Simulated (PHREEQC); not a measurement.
Make-up at 75 °C: 0.0045 mol HCl, 5.8e-05 mol CaCl2 and 0.031 mol MnSO4 per kg of water. Closed to the air; pH follows from the charge balance.

Model: ion-association model, wateq4f.dat, run in PHREEQC.

Each row changes one thing in this solution. No solid was allowed to form.

```
case                             pH  ionic strength (mol/kgw)  Ca+2 (mol/kgw)  SI of Portlandite (Ca(OH)2)
-----------------------------  ----  ------------------------  --------------  ---------------------------
as made                        2.90                    0.0644         3.51e-5                       -18.59
MnSO4 left out                 2.38                   0.00467         5.80e-5                       -19.15
temperature from 75 to 80 °C   2.93                    0.0632         3.52e-5                       -18.25
0.021 mol/kgw Al2(SO4)3 added  3.02                     0.122         3.19e-5                       -18.46
0.002 mol/kgw LiOH added       3.17                    0.0653         3.46e-5                       -18.05
```

Some of these states are supersaturated (in Boehmite (slow to form), for instance). At this temperature some constants are extrapolated from 25 °C, and those without enthalpy data are left unchanged.
